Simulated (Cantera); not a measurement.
Feed: 1 mol Fe2O3, 0.25 mol SO2, 1 mol N2, at 1575 K and 0.100 bar.

These are equilibrium values from Cantera (NASA tables, ideal gas, pure condensed phases), not measurements of a reactor. Candidate condensed phases: Fe, FeO, FeS, FeSO4, FeS2, Fe2O3, Fe2(SO4)3, Fe3O4, S; 19 gas species. The numbers say what is thermodynamically allowed, not how fast it happens.

Base state: N2 0.705, SO2 0.176, O2 0.117, NO 0.00122, SO3 0.000494, O 1.16e-5 (mole fractions); condensed: Fe3O4(s).

Problem. What changes in the equilibrium state with this change: temperature from 1575 K to 1473.15 K?

Solution. 
| species | before | after |
|---|---|---|
| N2 | 0.705 | 0.778 |
| SO2 | 0.176 | 0.194 |
| O2 | 0.117 | 0.0268 |
| O | 1.16e-5 | 1.45e-6 |
| NO | 0.00122 | 0.000380 |
| SO3 | 0.000494 | 0.000432 |
| Fe3O4(s), mol | 0.667 | 0.140 |
| Fe2O3(s), mol | 0 | 0.790 |
Mutual solubility and eutectic melting of coexisting phases are not modelled.
